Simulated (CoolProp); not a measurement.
The fluid at 450.43 K and 0.422 MPa is compressed adiabatically to 1.23 MPa with isentropic efficiency 0.85. The same conditions are run with several fluids, on thermodynamics alone (safety and materials aside).

Model: reference Helmholtz-energy equation of state of each fluid (isohexane: Lemmon 2006; R114: Platzer 1990; carbonyl sulfide: Lemmon 2006; cis-2-butene: Lemmon 2005), in CoolProp. The equations of Platzer and Polt are older, rougher fits.

Task: Rank isohexane, R114, carbonyl sulfide, cis-2-butene by work (kJ/kg), highest first.

Result: carbonyl sulfide (84.9), cis-2-butene (83.3), isohexane (49.3), R114 (27.0)

| fluid | final temperature (K) | final density (kg/m³) |
|---|---|---|
| isohexane | 479.1 | 32.7 |
| R114 | 487.4 | 56.3 |
| carbonyl sulfide | 557.7 | 16.2 |
| cis-2-butene | 494.8 | 18.0 |
